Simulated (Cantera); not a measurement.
## Equilibrium for silicon etching in halogen gases: Si + HF + H2

A closed system holds: 1 mol Si, 4.3 mol HF, a varied amount of H2, held at 877 °C and 13.3 mbar.

Method: chemical equilibrium by Gibbs-energy minimisation in Cantera with the NASA 1993 tables (ideal gas, pure condensed phases). Candidate condensed phases: Si; 25 gas species. The tables' values for SiF3 are old estimates; treat these amounts as uncertain. Kinetics and transport are ignored.

From 0.11 mol H2 to 39 mol H2 nothing is condensed. The main Si-bearing gas is SiF4 throughout.

```
n(H2) (mol)   x H2  x SiF4     x HF  x SiHF3
-----------  -----  ------  -------  -------
0.11         0.619   0.293   0.0880  3.75e-5
0.23         0.632   0.283   0.0850  3.83e-5
0.48         0.656   0.264   0.0794  3.98e-5
1            0.698   0.232   0.0698  4.23e-5
2.1          0.759   0.185   0.0556  4.60e-5
4.3          0.829   0.132   0.0395  5.02e-5
9            0.894  0.0812   0.0245  5.41e-5
19           0.942  0.0448   0.0135  5.67e-5
39           0.969  0.0236  0.00717  5.80e-5
```
x: gas mole fraction; nothing condenses.
